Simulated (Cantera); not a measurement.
Gas mixture: NO = 0.71 (molar parts), at 255 Torr, frozen composition.

Cantera's kinetic-theory transport with the Lennard-Jones parameters of GRI-Mech 3.0, ideal gas; thermal conductivity in the multicomponent form. The composition is frozen, though it would react at the higher temperatures.

D: mixture-averaged diffusion coefficient of that species in the mixture.

| T (K) | ρ (kg/m³) | cp (J/kg/K) | μ (µPa s) | λ (mW/m/K) | Pr | D (cm²/s) CO₂ | D (cm²/s) OH | D (cm²/s) NO |
|---|---|---|---|---|---|---|---|---|
| 400 | 0.307 | 998.6 | ? | 32.5 | 0.711 | 0.778 | 1.54 | 199 |
| 650 | 0.189 | 1054 | ? | 48.1 | 0.708 | 1.82 | 3.51 | 466 |
| 900 | 0.136 | 1114 | ? | 63.1 | 0.707 | 3.18 | 6.05 | 813 |
| 1150 | 0.107 | 1153 | ? | 76.7 | 0.707 | 4.81 | 9.09 | 1230 |
| 1400 | 0.0876 | 1181 | ? | 89.3 | 0.707 | 6.68 | 12.6 | 1710 |
| 1650 | 0.0744 | 1202 | ? | 101 | 0.706 | 8.79 | 16.5 | 2250 |
| 1900 | 0.0646 | 1219 | ? | 112 | 0.706 | 11.1 | 20.9 | 2840 |

Q: Complete the blanks.

A: 
- 400, μ (µPa s): 23.1
- 650, μ (µPa s): 32.3
- 900, μ (µPa s): 40.1
- 1150, μ (µPa s): 47.0
- 1400, μ (µPa s): 53.4
- 1650, μ (µPa s): 59.4
- 1900, μ (µPa s): 65.1
